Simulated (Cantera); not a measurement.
A perfectly stirred reactor is fed with 15.4 % CH₃OH, 17.7 % O₂, 66.7 % N₂, 0.215 % CO₂, at 0.622 atm; it is adiabatic with a 600 K inlet, and is followed from long to short residence time, starting on the burning branch (τ in s: 0.25, 0.084, 0.028, 0.0094, 0.0032, 0.0011, 0.00036, 0.00012, 4e-05, 1.4e-05).

Model: GRI-Mech 3.0 (53 species, 325 reactions), integrated in Cantera. GRI-Mech 3.0 was tuned for natural gas; its chemistry of methanol as a main component is partial and can be far from experiment.

x: mole fraction; the columns are a selection and need not sum to one.

```csv
τ (s),T (K),x CH₃OH,x O₂,x NO,x CH₂CO,x O,x CO₂,x H₂O
0.25,2256,5.05e-7,0.000441,0.000419,5.04e-10,0.000149,0.0758,0.234
0.084,2240,1.16e-6,0.000769,0.000389,8.89e-10,0.000259,0.0754,0.232
0.028,2212,2.51e-6,0.00146,0.000308,1.54e-9,0.000503,0.0747,0.229
0.0094,2167,5.40e-6,0.00265,0.000209,2.98e-9,0.000951,0.0735,0.225
0.0032,2111,(withheld),(withheld),(withheld),(withheld),(withheld),0.0719,0.220
0.0011,2052,2.91e-5,0.00630,8.78e-5,2.11e-8,0.00229,0.0700,0.215
0.00036,1996,8.26e-5,0.00898,5.77e-5,1.01e-7,0.00278,0.0666,0.211
0.00012,1932,(withheld),(withheld),(withheld),(withheld),0.00267,(withheld),0.208
4.0e-5,600,0.154,0.177,<1e-12,<1e-12,<1e-12,0.00215,<1e-12
1.4e-5,600,0.154,0.177,<1e-12,<1e-12,<1e-12,0.00215,<1e-12
```

### Question
Complete the blanks.

### Answer

- 0.0032, x CH₃OH: 1.21e-5
- 0.0032, x O₂: 0.00432
- 0.0032, x NO: 0.000134
- 0.0032, x CH₂CO: 6.94e-9
- 0.0032, x O: 0.00160
- 0.00012, x CH₃OH: 0.000284
- 0.00012, x O₂: 0.0148
- 0.00012, x NO: 3.36e-5
- 0.00012, x CH₂CO: 7.91e-7
- 0.00012, x CO₂: 0.0577
